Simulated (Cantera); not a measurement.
**Ignition delay**

Mixture: 2.82 % CH4, 0.248 % C2H6, 0.564 % C3H8, 20.3 % O2, 76.1 % N2, at 750 Torr, adiabatic and at constant volume. Ignition delay is the time to a rise of 400 K.

Model: GRI-Mech 3.0 (53 species, 325 reactions), integrated in Cantera. GRI-Mech 3.0 was tuned for natural gas; its chemistry of propane as a main component is partial and can be far from experiment.

```tsv
T0 (K)	delay (ms)
1125	15.8
1200	4.38
1275	1.36
1350	0.491
1425	0.209
1500	0.104
1575	0.0585
1650	0.0366
1725	0.0248
1800	0.0180
```

| Quantity | Result |
|---|---|
| apparent activation energy between 1650 and 1800 K | 120 kJ/mol |
